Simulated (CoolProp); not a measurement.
Properties of nitrous oxide along the isobar 1.01 bar (Tc = 309.5 K, pc = 72.45 bar, ω = 0.161).

Computed with CoolProp (reference Helmholtz-energy equation of state, Lemmon 2006). It is a short technical equation, of lower accuracy than the large ones.

```csv
T (K),phase,Z,speed of sound (m/s)
229.2,gas,0.9875,236.4
250,gas,0.9905,246.1
270.9,gas,0.9926,255.5
291.7,gas,0.9942,264.4
312.5,gas,0.9953,273.0
333.4,gas,0.9962,281.3
354.2,gas,0.9969,289.2
375,gas,0.9974,297.0
395.9,gas,0.9979,304.6
416.7,gas,0.9982,311.9
437.5,gas,0.9985,319.0
458.3,gas,0.9988,326.0
479.2,gas,0.9990,332.9
500,gas,0.9991,339.5
```
